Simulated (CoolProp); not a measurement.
cis-2-butene at several states: Z from the reference equation and from simpler models built on Tc = 435.8 K, pc = 4236 kPa, ω = 0.202; each cubic takes its own stable root.

Computed with CoolProp (reference Helmholtz-energy equation of state, Lemmon 2005). It is a short technical equation, of lower accuracy than the large ones.

```
T (K)  p (kPa)   phase  reference
-----  -------  ------  ---------
328.4     29.7     gas     0.9937
317.7     2880  liquid     0.1026
206      14000  liquid     0.6330
183.5     6290  liquid     0.3116
511.1     48.3     gas     0.9977
200.6      773  liquid    0.03602
```

Problem. How far does each simpler model (van der Waals, Soave-Redlich-Kwong) lie from the reference over these 6 states: mean and median of the absolute difference, and the worst?

Solution. 
- van der Waals: mean 41.3 %, median 60.2 %, worst +64.0 % at 200.6 K and 773 kPa
- Soave-Redlich-Kwong: mean 6.0 %, median 8.6 %, worst +9.8 % at 183.5 K and 6290 kPa
